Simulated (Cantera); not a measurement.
A Cantera script and what it prints.

```python
import numpy as np
import cantera as ct

gas_names = """
    AL ALBr ALBr3 ALH ALO ALOH ALO2 ALO2H AL2 AL2Br6 AL2O AL2O2 Br Br2 H HALO HBr HO2 H2 H2O H2O2 O OH
    O2 O3
""".split()
cond_names = """
    AL(cr) AL(L) ALBr3(s) ALBr3(L) AL2O3(a) AL2O3(L) Br2(cr) Br2(L) H2O(s) H2O(L)
""".split()


# ... load() reads the species with a 1 bar reference pressure and builds the phases ...
atoms = {
    'Al2O3': {'AL': 2, 'O': 3},
    'HBr': {'H': 1, 'Br': 1},
    'O2': {'O': 2},
}
top_T = {}  # K; cautious upper limits of use, not melting points


# ... equilibrate(T, P, feed) seeds the gas with the atoms and calls Mixture.equilibrate('TP', solver="vcs", rtol=1e-11, max_steps=5000) ...
results = []
feed = {'Al2O3': 1, 'HBr': 2.9, 'O2': 0.66}  # mol
T = 748.15  # K
P = 13332.2  # Pa
mix = equilibrate(T, P, feed)
results.append((T, P, feed, dict(zip(mix.species_names, mix.species_moles))))
x = sorted(zip(gas.X, gas.species_names), reverse=True)
print(f"T = {T:g} K  P = {P:g} Pa  gas = {mix.phase_moles(0):.4g} mol")
print("   x: " + "  ".join(f"{s} {v:.3e}" for v, s in x if v > 1e-06))
print("   condensed (mol): " + ("  ".join(f"{mix.phase(i).name} {mix.phase_moles(i):.4g}"
      for i in range(1, mix.n_phases) if mix.phase_moles(i) > 1e-12) or "none"))
```

Output:

```
T = 748.15 K  P = 13332.2 Pa  gas = 2.9 mol
   x: H2O 4.551e-01  Br2 4.550e-01  HBr 8.965e-02  Br 2.028e-04
   condensed (mol): AL2O3(a) 1
```

These are equilibrium values from Cantera (NASA tables, ideal gas, pure condensed phases), not measurements of a reactor.
